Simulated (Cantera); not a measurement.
A perfectly stirred reactor is fed with 73.5 % NH3, 26.5 % N2, at 435 Torr; it is held at 2000 K, and followed from long to short residence time.

Computed with Cantera and the gas-phase N/H chemistry of the illustrative SiF4/NH3 mechanism in the Surface Chemkin manual (1991). Walls and surfaces, which speed up NH3 decomposition in real reactors, are not modelled.

### Question
Predict: x(NH3) at τ = 2.70 s; x(N2H4) at τ = 2.70 s; x(NH2) at τ = 2.70 s; x(H2) at τ = 2.70 s; x(H) at τ = 2.70 s; x(NH3) at τ = 41.0 ms; x(N2H4) at τ = 41.0 ms; x(NH2) at τ = 41.0 ms; x(H2) at τ = 41.0 ms; x(H) at τ = 41.0 ms.

### Answer
```json
{
  "x(NH3) at τ = 2.70 s": "0.0159",
  "x(N2H4) at τ = 2.70 s": "1.51e-9",
  "x(NH2) at τ = 2.70 s": "7.50e-5",
  "x(H2) at τ = 2.70 s": "0.621",
  "x(H) at τ = 2.70 s": "0.00100",
  "x(NH3) at τ = 41.0 ms": "0.390",
  "x(N2H4) at τ = 41.0 ms": "1.25e-7",
  "x(NH2) at τ = 41.0 ms": "0.000683",
  "x(H2) at τ = 41.0 ms": "0.297",
  "x(H) at τ = 41.0 ms": "0.000180"
}
```
